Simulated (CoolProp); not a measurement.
Vapour-liquid equilibrium of m-xylene (1) + n-decane (2) at 336.6 K; x and y are mole fractions of (1).

Model: multi-fluid Helmholtz-energy mixture model, Zhou 2012 and Lemmon 2006; pair parameters Bell 2016, in CoolProp.

```
x     bubble pressure, mixture model (bar)  bubble pressure, Raoult's law (bar)  y, mixture model  y, Raoult's law
----  ------------------------------------  -----------------------------------  ----------------  ---------------
0.05                               0.02174                              0.02118             0.201            0.181
0.15                               0.02828                              0.02703             0.448            0.426
0.25                               0.03438                              0.03288             0.596            0.584
0.35                               0.04020                              0.03873             0.697            0.694
0.45                               0.04586                              0.04457             0.772            0.775
0.55                               0.05144                              0.05042             0.832            0.837
0.65                               0.05700                              0.05627             0.880            0.886
0.75                               0.06259                              0.06212             0.921            0.927
0.85                               0.06822                              0.06797             0.956            0.960
0.95                               0.07389                              0.07382             0.986            0.988
```

The largest gap from Raoult's law is +4.6 % in bubble pressure, at x = 0.15. No azeotrope shows between x = 0.05 and 0.95.

The pair parameters rest on a limited set of measurements; away from them the model extrapolates.
